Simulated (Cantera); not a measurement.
**Thermodynamics of iron carbonyl, mercury and lead vapours, feed Fe(CO)₅ + H₂**

A closed system holds: 1 mol Fe(CO)₅, a varied amount of H₂, equilibrated at 1052 °C and 49000 Pa.

Equilibrium computed with Cantera from the NASA thermochemical tables; the gas is ideal and each condensed phase is pure. Candidate condensed phases: C, C₆H₆, C₇H₈, C₈H₁₈, Fe, Fe(CO)₅, FeO, Fe(OH)₂, Fe(OH)₃, Fe₂O₃, Fe₃O₄, H₂O; 114 gas species. Condensed phases not in the tables: cementite and carbon dissolved in iron. The numbers say what is thermodynamically allowed, not how fast it happens.

| n(H₂) (mol) | x CO | x H₂ | x CO₂ | x CH₄ | n C(graphite) | n Fe(γ) |
|---|---|---|---|---|---|---|
| 0.38 | 0.928 | 0.0705 | 0.00163 | 1.64e-5 | 0.00989 | 1.00 |
| 0.55 | 0.899 | 0.0989 | 0.00153 | 3.22e-5 | 0.0100 | 1.00 |
| 0.78 | 0.863 | 0.135 | 0.00141 | 5.97e-5 | 0.0102 | 1.00 |
| 1.1 | 0.818 | 0.180 | 0.00127 | 0.000107 | 0.0102 | 1.00 |
| 1.6 | 0.756 | 0.242 | 0.00108 | 0.000192 | 0.0101 | 1.00 |
| 2.3 | 0.684 | 0.314 | 0.000885 | 0.000325 | 0.00959 | 1.00 |
| 3.2 | 0.609 | 0.389 | 0.000701 | 0.000498 | 0.00849 | 1.00 |
| 4.6 | 0.520 | 0.478 | 0.000512 | 0.000751 | 0.00609 | 1.00 |
| 6.6 | 0.430 | 0.567 | 0.000351 | 0.00106 | 0.00175 | 1.00 |
| 9.4 | 0.347 | 0.651 | 0.000266 | 0.00119 | 0 | 1.00 |
| 13 | 0.277 | 0.721 | 0.000206 | 0.00120 | 0 | 1.00 |
x: gas mole fraction; n: condensed amount in mol.

From 0.38 mol H₂ to 6.6 mol H₂ the condensed part is C(graphite) + Fe(γ). From 9.4 mol H₂ to 13 mol H₂ the condensed part is Fe(γ).
